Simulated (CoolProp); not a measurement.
CHF3 (R23) along the isobar 41.3 bar: fugacity coefficient from the reference equation and from simpler models built on Tc = 299.3 K, pc = 48.32 bar, ω = 0.263; each cubic takes its own stable root.

Values from CoolProp's reference Helmholtz-energy equation of state, Penoncello 2003.

| T (K) | phase | reference | van der Waals | Redlich-Kwong | Peng-Robinson |
|---|---|---|---|---|---|
| 254.8 | liquid | 0.3100 | 0.5012 | 0.3830 | 0.3159 |
| 286.3 | liquid | 0.6062 | 0.7055 | 0.6507 | 0.6096 |
| 317.7 | gas | 0.7606 | 0.7824 | 0.7657 | … |
| 349.2 | gas | 0.8291 | 0.8299 | 0.8244 | 0.8194 |
| 380.6 | gas | … | 0.8644 | 0.8654 | … |
| 412.1 | gas | 0.9081 | 0.8905 | 0.8956 | 0.9017 |
| 443.5 | gas | … | 0.9106 | 0.9181 | 0.9275 |
| 475 | gas | 0.9502 | 0.9266 | 0.9354 | 0.9471 |

Q: What belongs in the gaps?

A: 
- 317.7, Peng-Robinson: 0.7515
- 380.6, reference: 0.8752
- 380.6, Peng-Robinson: 0.8669
- 443.5, reference: 0.9321
